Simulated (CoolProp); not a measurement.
A simple Rankine cycle with tetrahydrofuran: condensing at 288.15 K, boiler at 0.527 MPa, turbine inlet 440.6 K, turbine efficiency 0.65, pump efficiency 0.8, no recuperator. Each further row changes one setting.

Model: reference Helmholtz-energy equation of state, Fiedler 2023, in CoolProp.

| case | thermal efficiency (%) | net work (kJ/kg) | heat in (kJ/kg) | turbine exit temperature (K) | volume ratio over the turbine |
|---|---|---|---|---|---|
| as stated | 15.6 | 101 | 645 | 365.6 | 34.2 |
| turbine inlet 460.6 K | 15.7 | 107 | 680 | 386.2 | 34.2 |
| condensing temperature 280.15 K | 16.7 | 110 | 659 | 358.5 | 49.7 |
| boiler pressure 0.369 MPa | 14.4 | 93.4 | 649 | 373.7 | 23.9 |
| turbine efficiency 0.55 | 13.2 | 85.3 | 645 | 377.0 | 35.2 |
